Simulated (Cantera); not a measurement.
A closed system holds: 1 mol SiCl₄, 1.1 mol HCl, 0.22 mol H₂, held at 550 °C and 2.10 bar.

These are equilibrium values from Cantera (NASA tables, ideal gas, pure condensed phases), not measurements of a reactor. Candidate condensed phases: Si; 19 gas species. Kinetics and transport are ignored.

Q: What is the equilibrium state?

A: 
```json
{
 "x(HCl)": "0.474",
 "x(SiCl₄)": "0.431",
 "x(H₂)": "0.0947",
 "x(SiHCl₃)": "0.000104",
 "gas_amount": "2.320 mol",
 "log10 activity of Si(s) (absent)": "-11.29"
}
```
